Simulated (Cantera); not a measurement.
Hydrogen reduction and annealing atmospheres: V2O3 + H2 + N2

A closed system holds: 1 mol V2O3, 180 mol H2, 1.1 mol N2, at 7050 Torr.

These are equilibrium values from Cantera (NASA tables, ideal gas, pure condensed phases), not measurements of a reactor. Candidate condensed phases: H2O, V, VN, VO, V2O3, V2O4, V2O5; 28 gas species. Mutual solubility and eutectic melting of coexisting phases are not modelled. VN, VO: taken at fixed stoichiometry. Condensed phases not in the tables: the oxides between V2O3 and V2O5 other than VO2, solid solutions among these carbides, nitrides and lower oxides, V2N. The numbers say what is thermodynamically allowed, not how fast it happens.

From 900 K to 1500 K the condensed part is VN(s) + V2O3(s). From 1600 K to 1800 K the condensed part is VO(s).

| T (K) | x H2 | x N2 | x H2O | x NH3 | x H | x OH | x VO2 | x NH2 | n VN(s) | n V2O3(s) | n VO(s) |
|---|---|---|---|---|---|---|---|---|---|---|---|
| 900 | 0.992 | 0.00490 | 0.00236 | 0.000788 | 3.80e-11 | <1e-12 | <1e-12 | <1e-12 | 0.285 | 0.858 | 0 |
| 1000 | 0.992 | 0.00497 | 0.00276 | 0.000381 | 7.37e-10 | <1e-12 | <1e-12 | <1e-12 | 0.332 | 0.834 | 0 |
| 1100 | 0.992 | 0.00495 | 0.00308 | 0.000208 | 8.40e-9 | <1e-12 | <1e-12 | 2.92e-12 | 0.371 | 0.815 | 0 |
| 1200 | 0.992 | 0.00491 | 0.00334 | 0.000124 | 6.41e-8 | 1.72e-12 | <1e-12 | 1.56e-11 | 0.402 | 0.799 | 0 |
| 1300 | 0.992 | 0.00486 | 0.00354 | 8.03e-5 | 3.59e-7 | 1.68e-11 | <1e-12 | 6.40e-11 | 0.427 | 0.786 | 0 |
| 1400 | 0.991 | 0.00482 | 0.00371 | 5.51e-5 | 1.58e-6 | 1.18e-10 | 2.71e-12 | 2.15e-10 | 0.448 | 0.776 | 0 |
| 1500 | 0.991 | 0.00478 | 0.00385 | 3.97e-5 | 5.72e-6 | 6.33e-10 | 4.24e-11 | 6.13e-10 | 0.464 | 0.768 | 0 |
| 1600 | 0.988 | 0.00606 | 0.00552 | 3.36e-5 | 1.76e-5 | 3.86e-9 | 5.22e-10 | 1.73e-9 | 0 | 0 | 2.00 |
| 1700 | 0.988 | 0.00606 | 0.00552 | 2.62e-5 | 4.78e-5 | 1.38e-8 | 3.33e-9 | 3.89e-9 | 0 | 0 | 2.00 |
| 1800 | 0.988 | 0.00606 | 0.00552 | 2.10e-5 | 0.000116 | 4.28e-8 | 1.71e-8 | 8.01e-9 | 0 | 0 | 2.00 |
x: gas mole fraction; n: condensed amount in mol.
